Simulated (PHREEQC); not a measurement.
Synthetic water in mg/kgw, 35 °C, pH 7.72, pe 12.7:

```tsv
constituent	mg/kgw
Na	159
K	56.2
Ca	74.1
Mg	0.754
Cl	50
S(6) as SO4	169
Alkalinity as HCO3	442
Zn	3.41
Ni	0.578
Li	0.0884
N(5) as NO3	0.18
Pb	1.03
Cu(2)	15.5
```

Valence states are taken as typed.

The numbers come from PHREEQC with the ion-association model, wateq4f.dat.

This is a speciation only: nothing precipitates in the calculation.

Q: Estimate the ionic strength, charge-balance error.

A: ionic strength 0.0144 mol/kgw; charge-balance error 2.5 %.

Q: In which forms is Cu present?

A: CuCO3 57 %, Cu(OH)2 36 %, CuHCO3+ 2.1 %, Cu(CO3)2-2 2.0 %, Cu2(OH)2+2 1.0 %, Cu+2 1.0 % of the Cu.

Saturation is exceeded, for instance for Malachite, Cu(OH)2; the values hold only as long as no solid forms. The database's constant for dissolved Cu(OH)2 is higher than later reviews accept. The database's nickel carbonate constants are estimates that later reviews lower a good deal. The database's zinc carbonate complexes are estimates, stronger than later reviews accept.
